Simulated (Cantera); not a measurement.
Mixture: H₂ : O₂ : N₂ = 1 : 0.806 : 4.84 (molar parts), equivalence ratio 0.62, at 1000000 Pa, adiabatic and at constant pressure. Ignition delay is the time to a rise of 400 K.

Detailed kinetics in Cantera: the H2/O2 subset of GRI-Mech 3.0, which has no nitrogen chemistry. The hydrogen kinetics of GRI-Mech 3.0 are dated; newer H2 mechanisms differ, most at raised pressure. Where the delays flatten at high temperature, the 400 K rule measures the pace of heat release, not the induction time.

### Question
Predict: delay at 1175 K; delay at 1275 K; delay at 1375 K; delay at 1475 K; delay at 1575 K.

### Answer
```
Quantity            Value
---------------  --------
delay at 1175 K  0.188 ms
delay at 1275 K   9.58 µs
delay at 1375 K   3.99 µs
delay at 1475 K   2.48 µs
delay at 1575 K   1.81 µs
```
